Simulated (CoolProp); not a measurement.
Vapour-liquid equilibrium of carbon dioxide (1) + R123 (2) at 4.45 °C; x and y are mole fractions of (1).

Model: multi-fluid Helmholtz-energy mixture model, Span 1996 and Younglove 1994; pair parameters Bell 2016, in CoolProp.

| x | bubble pressure (kPa) | y at the bubble point | dew pressure at overall composition x (kPa) | liquid density (mol/L) |
|---|---|---|---|---|
| 0.05 | 172.7 | 0.771 | 41.96 | 10.24 |
| 0.125 | 365.9 | 0.894 | 45.58 | 10.77 |
| 0.2 | 560.3 | 0.932 | 49.87 | 11.34 |
| 0.275 | 763.8 | 0.952 | 55.04 | 11.96 |
| 0.35 | 982.6 | 0.964 | 61.38 | 12.64 |
| 0.425 | 1222 | 0.973 | 69.37 | 13.38 |
| 0.5 | 1485 | 0.979 | 79.74 | 14.18 |
| 0.575 | 1775 | 0.984 | 93.73 | 15.05 |
| 0.65 | 2092 | 0.988 | 113.7 | 15.99 |
| 0.725 | 2436 | 0.991 | 144.3 | 17.01 |
| 0.8 | 2804 | 0.993 | 197.6 | 18.07 |
| 0.875 | 3195 | 0.996 | 312.6 | 19.14 |
| 0.95 | 3610 | 0.998 | 736.6 | 20.08 |

No azeotrope shows between x = 0.05 and 0.95.

Pair parameters are fitted to limited data, so mixtures are less certain than the pure fluids.
